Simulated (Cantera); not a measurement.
Feed: 1 mol MgSO₄, 4 mol CO₂, equilibrated at 600 K and 1.40 bar.

Equilibrium computed with Cantera from the NASA thermochemical tables; the gas is ideal and each condensed phase is pure. Candidate condensed phases: C, Mg, MgCO₃, MgO, MgS, MgSO₄, S; 26 gas species. Rates play no part.

Base state: CO₂ 1.00 (mole fractions); condensed: MgSO₄(s).

Task: What changes in the equilibrium state with this change: temperature from 600 K to 2050 K?

Result: 
```csv
species,before,after
CO₂,1.00,0.722
SO₂,<1e-9,0.181
O₂,<1e-9,0.0925
CO,<1e-9,0.00399
SO₃,<1e-9,0.000319
"MgSO₄(s), mol",1.00,0
"MgO(s), mol",0,1.00
```
